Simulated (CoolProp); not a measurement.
A simple Rankine cycle with ethylbenzene: condensing at 322.15 K, boiler at 0.0777 MPa, turbine inlet 549.7 K, turbine efficiency 0.85, pump efficiency 0.8, no recuperator. Each further row changes one setting.

The numbers come from the reference Helmholtz-energy equation of state, Zhou 2012 in CoolProp.

| case | thermal efficiency (%) | net work (kJ/kg) | heat in (kJ/kg) | turbine exit temperature (K) | volume ratio over the turbine |
|---|---|---|---|---|---|
| as stated | 12.7 | 98.3 | 775 | 500.3 | 16.0 |
| turbine inlet 569.7 K | 12.5 | 102 | 817 | 519.9 | 16.0 |
| condensing temperature 314.15 K | 14.1 | 111 | 789 | 493.7 | 23.3 |
| boiler pressure 0.0544 MPa | 11.2 | 86.8 | 775 | 506.4 | 11.3 |
| turbine efficiency 0.75 | 11.2 | 86.7 | 775 | 506.2 | 16.2 |
